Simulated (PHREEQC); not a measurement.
A solution holds 64 mmol/kgw KOH, 0.046 mmol/kgw H2SiF6 and 0.37 mmol/kgw Na2HPO4, at 25 °C. Closed to the air; pH follows from the charge balance.

Equilibrium calculation in PHREEQC: ion-association model, wateq4f.dat.

Precipitation was switched off in this run.

Q: Estimate the pH.

A: pH 12.70.

Q: In which forms is Si present?

A: H3SiO4- 62 %, H2SiO4-2 38 % of the Si.

Species that the database lacks are ignored. H3PO4, which wateq4f.dat lacks, is added to it with the constant of phreeqc.dat. SiF6-2 is the database's only silicon fluoride.
